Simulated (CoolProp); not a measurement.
Propylene along the isotherm 376.6 K: Z from the reference equation and from simpler models built on Tc = 364.2 K, pc = 45.55 bar, ω = 0.146; each cubic takes its own stable root.

Computed with CoolProp (reference Helmholtz-energy equation of state, Lemmon 2013).

| p (bar) | phase | reference | van der Waals | Redlich-Kwong | Peng-Robinson |
|---|---|---|---|---|---|
| 14.2 | gas | 0.8972 | 0.9078 | 0.8972 | … |
| 28.5 | gas | … | 0.7945 | 0.7753 | 0.7572 |
| 42.7 | gas | 0.6139 | 0.6345 | 0.6149 | 0.5941 |
| 56.9 | supercritical | 0.3122 | 0.3508 | 0.3405 | 0.3372 |
| 71.2 | supercritical | … | 0.3731 | 0.3264 | 0.3040 |
| 85.4 | supercritical | 0.3112 | 0.4169 | 0.3547 | 0.3262 |
| 99.6 | supercritical | 0.3457 | 0.4641 | 0.3886 | 0.3554 |
| 114 | supercritical | 0.3821 | 0.5129 | 0.4246 | 0.3869 |
| 128 | supercritical | 0.4177 | 0.5605 | 0.4600 | 0.4182 |
| 142 | supercritical | 0.4534 | 0.6079 | 0.4954 | 0.4497 |
| 157 | supercritical | 0.4914 | 0.6583 | 0.5332 | … |
| 171 | supercritical | 0.5266 | 0.7051 | 0.5682 | 0.5147 |
| 185 | supercritical | 0.5616 | 0.7516 | … | 0.5457 |
| 199 | supercritical | 0.5964 | 0.7978 | 0.6374 | 0.5766 |
| 214 | supercritical | 0.6333 | … | 0.6740 | 0.6094 |
| 228 | supercritical | 0.6676 | 0.8925 | 0.7079 | … |

**Question.** Complete the blanks.

**Answer.** 
- 14.2, Peng-Robinson: 0.8872
- 28.5, reference: 0.7749
- 71.2, reference: 0.2818
- 157, Peng-Robinson: 0.4834
- 185, Redlich-Kwong: 0.6029
- 214, van der Waals: 0.8469
- 228, Peng-Robinson: 0.6398
